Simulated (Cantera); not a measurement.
Cantera run:

```python
import numpy as np
import cantera as ct

gas_names = """
    C CH CH2 CH3 CH2OH CH3O CH4 CH3OH CO CO2 COOH C2 C2H CHCO,ketyl C2H2,acetylene C2H2,vinylidene
    CH2CO,ketene C2H3,vinyl CH3CO,acetyl C2H4 C2H4O,ethylen CH3CHO,ethanal CH3COOH (HCOOH)2 C2H5 C2H6
    CH3OCH3 C2H5OH C2O C3 C3H3,propargyl C3H4,allene C3H4,propyne C3H4,cyclo- C3H5,allyl C3H6,propylene
    C3H6,cyclo- C3H6O C3H7,n-propyl C3H7,i-propyl C3H8 C3H8O,1propanol C3H8O,2propanol C3O2 C4 C4H2
    C4H4,1,3-cyclo- C4H6,butadiene C4H6,2-butyne C4H6,cyclo- C4H8,1-butene C4H8,cis2-buten
    C4H8,tr2-butene C4H8,isobutene C4H8,cyclo- (CH3COOH)2 C4H9,n-butyl C4H9,i-butyl C4H9,s-butyl
    C4H9,t-butyl C4H10,isobutane C4H10,n-butane C5 C5H6,1,3cyclo- C5H8,cyclo- C5H10,1-pentene
    C5H10,cyclo- C5H11,pentyl C5H11,t-pentyl C5H12,n-pentane C5H12,i-pentane CH3C(CH3)2CH3 C6H2
    C6H5,phenyl C6H5O,phenoxy C6H6 C6H5OH,phenol C6H10,cyclo- C6H12,1-hexene C6H12,cyclo- C6H13,n-hexyl
    C7H7,benzyl C7H8 C7H8O,cresol C7H14,1-heptene C7H15,n-heptyl C7H16,n-heptane C8H8,styrene
    C8H10,ethylbenz C8H16,1-octene C8H17,n-octyl C8H18,isooctane C8H18,n-octane C9H19,n-nonyl
    C10H8,naphthale C10H21,n-decyl C12H9,o-bipheny C12H10,bipheny H HCO HO2 H2 HCHO,formaldehy HCOOH H2O
    H2O2 O OH O2 O3 Si SiC SiC2 SiC4H12 SiH SiH2 SiH3 SiH4 SiO SiO2 Si2 Si2C Si3
""".split()
cond_names = """
    C(gr) C6H6(L) C7H8(L) C8H18(L),n-octa H2O(s) H2O(L) Si(cr) Si(L) SiC(b) SiO2(Lqz) SiO2(hqz) SiO2(L)
""".split()


def load(file, names, dense=False):
    # The tables refer to 1 bar. Condensed volumes are neglected.
    table = {s.name: s for s in ct.Species.list_from_file(file)}
    out = []
    for n in names:
        d = dict(table[n].input_data)
        d["thermo"] = dict(d["thermo"], **{"reference-pressure": 1e5})
        if dense:
            d["equation-of-state"] = {"model": "constant-volume", "density": "1e6 g/cm^3"}
        out.append(ct.Species.from_dict(d))
    return out


gas = ct.Solution(thermo="ideal-gas", species=load("nasa_gas.yaml", gas_names))
cond = {s.name: ct.Solution(thermo="fixed-stoichiometry", species=[s], name=s.name)
        for s in load("nasa_condensed.yaml", cond_names, dense=True)}
atoms = {
    'SiC': {'Si': 1, 'C': 1},
    'CO2': {'C': 1, 'O': 2},
    'H2': {'H': 2},
}
top_T = {'C(gr)': 4500, 'SiC(b)': 3050}  # K; cautious upper limits of use, not melting points


def equilibrate(T, P, feed):
    n = {}
    for name, mol in feed.items():
        for a, k in atoms[name].items():
            n[a] = n.get(a, 0.0) + k * mol
    gas.TPX = T, P, n
    mass = sum(n.values()) * gas.mean_molecular_weight
    gas.equilibrate("TP")
    valid = [c for c in cond.values() if c.min_temp <= T <= top_T.get(c.name, c.max_temp)]
    mix = ct.Mixture([(gas, mass / gas.mean_molecular_weight)] + [(c, 0.0) for c in valid])
    mix.T, mix.P = T, P
    mix.equilibrate("TP", solver="vcs", rtol=1e-11, max_steps=5000)
    return mix


results = []
feed = {'SiC': 1, 'CO2': 0.094, 'H2': 1.2}  # mol
T = 1525  # K
for P in [0.1, 0.6, 3.6, 22, 130, 770, 4600, 28000, 170000, 1000000]:
    mix = equilibrate(T, P, feed)
    results.append((T, P, feed, dict(zip(mix.species_names, mix.species_moles))))

top = {s: max(r[3][s] / sum(r[3][g] for g in gas_names) for r in results) for s in gas_names}
cols = sorted((s for s in top if top[s] > 1e-05), key=lambda s: -top[s])[:8]
seen = [c for c in cond_names if any(r[3].get(c, 0) > 1e-12 for r in results)]
print("log10 of partial pressures in bar; condensed amounts in mol")
print(f"{'P/Pa':>10s}" + "".join(f"{s[:9]:>10s}" for s in cols + seen))
for T, P, feed, n in results:
    ng = sum(n[g] for g in gas_names)
    print(f"{P:10.4g}" + "".join(f"{np.log10(max(n[s] / ng * P / 1e5, 1e-99)):10.3f}" for s in cols)
          + "".join(f"{n.get(c, 0):10.4g}" for c in seen))
```

Result:

```
log10 of partial pressures in bar; condensed amounts in mol
      P/Pa        H2        CO       SiO         H       CH4        Si       H2O      C2H4     C(gr)    SiC(b) SiO2(hqz)
       0.1    -6.074    -6.995    -7.488    -7.663   -15.875    -8.735   -14.826   -19.888         0    0.9517         0
       0.6    -5.289    -6.216    -6.696    -7.271   -14.312    -8.728   -13.256   -18.332         0    0.9528         0
       3.6    -4.509    -5.438    -5.915    -6.880   -12.752    -8.727   -11.696   -16.773         0     0.953         0
        22    -3.721    -4.651    -5.128    -6.487   -11.178    -8.727   -10.122   -15.199         0     0.953         0
       130    -2.950    -3.879    -4.357    -6.101    -9.634    -8.727    -8.578   -13.655         0     0.953         0
       770    -2.176    -3.108    -3.595    -5.714    -8.082    -8.732    -7.038   -12.098         0    0.9534 0.0008431
      4600    -1.382    -2.359    -3.845    -5.317    -5.995    -9.231    -5.995    -9.511         0    0.9673   0.02858
   2.8e+04    -0.596    -1.578    -4.105    -4.924    -3.902    -9.752    -4.948    -6.898         0    0.9684   0.03127
   1.7e+05     0.220    -1.476    -4.139    -4.516    -2.202    -9.820    -4.098    -5.130    0.1475     0.918   0.08196
     1e+06     0.989    -1.476    -4.139    -4.132    -0.664    -9.820    -3.329    -3.592    0.1564     0.908     0.092
```

Method: chemical equilibrium by Gibbs-energy minimisation in Cantera with the NASA 1993 tables (ideal gas, pure condensed phases). Mutual solubility and eutectic melting of coexisting phases are not modelled. The tables hold silica as quartz up to 1696 K and as liquid above; real silica turns to tridymite and cristobalite and melts near 1996 K.
